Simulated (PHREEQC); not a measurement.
Make-up at 25 °C: 0.0075 mol/kgw Na2SeO4, 0.00021 mol/kgw NaOH and 0.0015 mol/kgw NaCl. Closed to the air; pH follows from the charge balance.

Computed with PHREEQC (ion-association model, wateq4f.dat).

```
Property                  Result
----------------  --------------
pH                         10.26
ionic strength    0.0242 mol/kgw
total alkalinity    0.210 meq/kg
```

```tsv
species	molality	activity	log γ
Na+	0.0167	0.0144	-0.064
SeO4-2	0.00750	0.00412	-0.260
Cl-	0.00150	0.00129	-0.067
OH-	0.000210	0.000180	-0.067
```

No solid was allowed to form.
